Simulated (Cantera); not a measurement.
Charge: 1 mol Fe3O4, 1.7 mol CO, 0.42 mol H2, held at 9.20 mbar.

Equilibrium computed with Cantera from the NASA thermochemical tables; the gas is ideal and each condensed phase is pure. Candidate condensed phases: C, C6H6, C7H8, C8H18, Fe, Fe(CO)5, FeO, Fe(OH)2, Fe(OH)3, Fe2O3, Fe3O4, H2O; 114 gas species. The tables' stoichiometric FeO is somewhat more stable than real wüstite, so its field is too wide. FeO: taken at fixed stoichiometry. The numbers say what is thermodynamically allowed, not how fast it happens. All values below are at 2173 K.

Base state: CO 0.441, CO2 0.327, H2O 0.145, H2 0.0375, Fe 0.0292, H 0.00975, OH 0.00503, FeO 0.00329 (mole fractions); condensed: FeO(l).

What changes in the equilibrium state with this change: CO from 1.7 to 15 mol?


```
species        before     after
-----------  --------  --------
CO              0.441     0.716
CO2             0.327     0.149
Fe             0.0292     0.104
H2O             0.145    0.0111
H2             0.0375    0.0102
Fe(OH)2      0.000116   8.88e-6
O2            0.00149  0.000118
OH            0.00503  0.000738
O            0.000916  0.000257
FeO(l), mol      2.93      1.14
```

What changes in the equilibrium state with this change: pressure from 9.20 mbar to 1 atm?


| species | before | after |
|---|---|---|
| CO | 0.441 | 0.483 |
| CO2 | 0.327 | 0.318 |
| H2O | 0.145 | 0.153 |
| Fe | 0.0292 | 0.000298 |
| H2 | 0.0375 | 0.0445 |
| O2 | 0.00149 | 1.07e-5 |
| O | 0.000916 | 7.39e-6 |
| FeO | 0.00329 | 2.98e-5 |
| OH | 0.00503 | 0.000464 |
| H | 0.00975 | 0.00101 |
| FeO(l), mol | 2.93 | 3.00 |
